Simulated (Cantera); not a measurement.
Input (Python, Cantera):

```python
import numpy as np
import cantera as ct

gas = ct.Solution("gri30.yaml")
gas.TPX = 425, 100000, {'CH4': 1.3, 'H2': 0.45, 'O2': 2.47, 'N2': 9.3}
flame = ct.FreeFlame(gas, width=0.04)
flame.set_refine_criteria(ratio=3, slope=0.08, curve=0.16)
flame.transport_model = "mixture-averaged"
flame.solve(loglevel=0, auto=True)
z, T = flame.grid, flame.T
thick = (T[-1] - T[0]) / np.gradient(T, z).max()
show = ['CH4', 'H2', 'O2', 'HCN', 'OH', 'C2H4']
print(f"laminar burning velocity  {flame.velocity[0] * 100:.3f} cm/s")
print(f"burnt temperature         {T[-1]:.1f} K")
print(f"thermal thickness         {thick * 1e3:.4f} mm")
print(f"grid points               {len(z)}")
z0 = z[flame.heat_release_rate.argmax()]
print(f"{'z/mm':>9s}{'T/K':>9s}{'u/(m/s)':>9s}" + "".join(f"{s:>11s}" for s in show))
rows = []
for k in (-3, -2, -1.5, -1, -0.5, -0.25, 0, 0.25, 0.5, 1, 2, 4, 8):
    zz = z0 + k * thick
    rows.append([k * thick, np.interp(zz, z, T), np.interp(zz, z, flame.velocity),
                 *(np.interp(zz, z, flame.X[gas.species_index(s)]) for s in show)])
    print(f"{rows[-1][0] * 1e3:9.3f}{rows[-1][1]:9.1f}{rows[-1][2]:9.3f}" + "".join(f"{x:11.3e}" for x in rows[-1][3:]))
```

Result:

```
laminar burning velocity  82.620 cm/s
burnt temperature         2274.5 K
thermal thickness         0.3436 mm
grid points               150
     z/mm      T/K  u/(m/s)        CH4         H2         O2        HCN         OH       C2H4
   -1.031    425.1    0.827  9.613e-02  3.344e-02  1.827e-01  1.343e-11  1.774e-12  2.540e-09
   -0.687    426.3    0.829  9.603e-02  3.382e-02  1.825e-01  2.910e-10  1.888e-10  5.370e-08
   -0.515    433.4    0.844  9.560e-02  3.441e-02  1.821e-01  3.577e-09  1.070e-08  6.420e-07
   -0.344    496.0    0.968  9.220e-02  3.576e-02  1.786e-01  6.651e-08  7.802e-07  1.159e-05
   -0.172    939.0    1.856  6.694e-02  3.829e-02  1.457e-01  1.206e-06  4.508e-05  2.044e-04
   -0.086   1377.5    2.751  3.772e-02  3.946e-02  1.032e-01  3.295e-06  3.381e-04  5.005e-04
    0.000   1770.7    3.568  9.924e-03  3.729e-02  5.416e-02  6.928e-06  2.071e-03  3.856e-04
    0.086   1942.4    3.919  9.430e-04  3.067e-02  2.447e-02  7.464e-06  5.525e-03  3.275e-05
    0.172   1988.7    4.001  4.837e-05  2.663e-02  1.360e-02  4.061e-06  7.576e-03  6.371e-07
    0.344   2029.3    4.062  1.197e-07  2.558e-02  8.535e-03  8.353e-07  8.182e-03  1.849e-10
    0.687   2078.3    4.143  3.069e-11  2.526e-02  6.530e-03  6.111e-08  7.753e-03  7.673e-15
    1.374   2136.3    4.244  4.440e-15  2.395e-02  4.753e-03  9.096e-10  6.834e-03  4.044e-21
    2.749   2193.1    4.341  3.611e-15  2.232e-02  2.990e-03  2.430e-11  5.514e-03  1.949e-23
```

Computed with Cantera and GRI-Mech 3.0 (53 species, 325 reactions). Burning velocities carry a grid error of a few per cent, more on coarse grids.
